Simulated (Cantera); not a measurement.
A perfectly stirred reactor is fed with NH₃ : N₂ = 1 : 4.1 (molar parts), at 1.01 bar; it is held at 1700 K, and followed from long to short residence time.

Cantera simulation using the gas-phase N/H chemistry of the illustrative SiF4/NH3 mechanism in the Surface Chemkin manual (1991); the numbers are that mechanism's predictions, not measurements. Walls and surfaces, which speed up NH3 decomposition in real reactors, are not modelled.

Question: Predict: x(NH₃) at τ = 15.0 s; x(N₂H₄) at τ = 15.0 s; x(H₂) at τ = 15.0 s; x(N₂H₂) at τ = 15.0 s; x(H) at τ = 15.0 s; x(NH₃) at τ = 53.0 ms; x(N₂H₄) at τ = 53.0 ms; x(H₂) at τ = 53.0 ms; x(N₂H₂) at τ = 53.0 ms; x(H) at τ = 53.0 ms.

Answer: 
```json
{
  "x(NH₃) at τ = 15.0 s": "0.0357",
  "x(N₂H₄) at τ = 15.0 s": "4.02e-9",
  "x(H₂) at τ = 15.0 s": "0.201",
  "x(N₂H₂) at τ = 15.0 s": "1.52e-8",
  "x(H) at τ = 15.0 s": "4.85e-5",
  "x(NH₃) at τ = 53.0 ms": "0.189",
  "x(N₂H₄) at τ = 53.0 ms": "7.42e-8",
  "x(H₂) at τ = 53.0 ms": "0.00858",
  "x(N₂H₂) at τ = 53.0 ms": "2.14e-7",
  "x(H) at τ = 53.0 ms": "1.73e-6"
}
```
